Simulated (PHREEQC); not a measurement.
# Buffer (model solution)

Dissolve 0.28 mol/kgw NaHCO3 and 0.0042 mol/kgw Na2CO3 at 25 °C. Closed to the air; pH follows from the charge balance.

All values are PHREEQC results (ion-association model, wateq4f.dat), not measurements.

Precipitation was switched off in this run.

Q: Estimate the pH, activity of water.

A: pH 8.03; activity of water 0.991.

Q: In which forms is C present?

A: HCO3- 89 %, NaHCO3 6.6 %, NaCO3- 1.6 %, CO2 1.3 %, CO3-2 1.2 % of the C.
